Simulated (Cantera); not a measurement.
Cantera run, input and output.

```python
import numpy as np
import cantera as ct

gas = ct.Solution("gri30.yaml")
gas.TPX = 1448, 490000, {'H2': 1, 'O2': 0.847, 'N2': 3.19}
reactor = ct.IdealGasConstPressureReactor(gas, energy="on", clone=False)
net = ct.ReactorNet([reactor])
net.rtol, net.atol = 1e-08, 1e-16
show = ['H2', 'O2', 'NO', 'OH', 'HO2']
times = np.geomspace(6e-06, 0.8, 13)

steps = ct.SolutionArray(gas, extra=["t"])
rows = []
print(f"{'t/s':>10s}{'T/K':>9s}{'P/Pa':>11s}" + "".join(f"{s:>11s}" for s in show))
for t in times:
    while net.time < t:
        t_next = net.step()
        steps.append(gas.state, t=t_next)
    rows.append([np.interp(t, steps.t, y) for y in (steps.T, steps.P, *steps(*show).X.T)])
    print(f"{t:10.3e}{rows[-1][0]:9.1f}{rows[-1][1]:11.4g}" + "".join(f"{x:11.3e}" for x in rows[-1][2:]))
rate = np.gradient(steps.T, steps.t)
print("integrator steps:", len(steps.t))
if steps.T.max() > steps.T[0] + 200:
    print(f"time of steepest temperature rise: {steps.t[rate.argmax()]:.4e} s")
gas.TPX = 1448, 490000, {'H2': 1, 'O2': 0.847, 'N2': 3.19}
gas.equilibrate("HP")
print(f"equilibrium (HP): T = {gas.T:.1f} K  " + "  ".join(f"{s} {gas[s].X[0]:.3e}" for s in show))
```

It prints:

```
       t/s      T/K       P/Pa         H2         O2         NO         OH        HO2
 6.000e-06   2352.0    4.9e+05  1.770e-02  7.110e-02  6.320e-05  2.733e-02  4.154e-05
 1.604e-05   2654.5    4.9e+05  6.297e-03  7.134e-02  2.124e-04  2.038e-02  2.075e-05
 4.289e-05   2687.8    4.9e+05  4.799e-03  7.157e-02  5.343e-04  1.833e-02  2.130e-05
 1.147e-04   2686.7    4.9e+05  4.786e-03  7.119e-02  1.352e-03  1.824e-02  2.116e-05
 3.065e-04   2683.8    4.9e+05  4.763e-03  7.025e-02  3.383e-03  1.805e-02  2.082e-05
 8.195e-04   2677.6    4.9e+05  4.714e-03  6.826e-02  7.690e-03  1.763e-02  2.011e-05
 2.191e-03   2669.4    4.9e+05  4.651e-03  6.565e-02  1.333e-02  1.709e-02  1.919e-05
 5.857e-03   2666.0    4.9e+05  4.626e-03  6.459e-02  1.563e-02  1.687e-02  1.882e-05
 1.566e-02   2665.9    4.9e+05  4.625e-03  6.455e-02  1.571e-02  1.686e-02  1.881e-05
 4.187e-02   2665.9    4.9e+05  4.625e-03  6.455e-02  1.571e-02  1.686e-02  1.881e-05
 1.119e-01   2665.9    4.9e+05  4.625e-03  6.455e-02  1.571e-02  1.686e-02  1.881e-05
 2.992e-01   2665.9    4.9e+05  4.625e-03  6.455e-02  1.571e-02  1.686e-02  1.881e-05
 8.000e-01   2665.9    4.9e+05  4.625e-03  6.455e-02  1.571e-02  1.686e-02  1.881e-05
integrator steps: 1261
time of steepest temperature rise: 3.5128e-06 s
equilibrium (HP): T = 2665.9 K  H2 4.625e-03  O2 6.455e-02  NO 1.571e-02  OH 1.686e-02  HO2 1.881e-05
```

Cantera simulation using GRI-Mech 3.0 (53 species, 325 reactions); the numbers are that mechanism's predictions, not measurements. The hydrogen kinetics of GRI-Mech 3.0 are dated; newer H2 mechanisms differ, most at raised pressure.
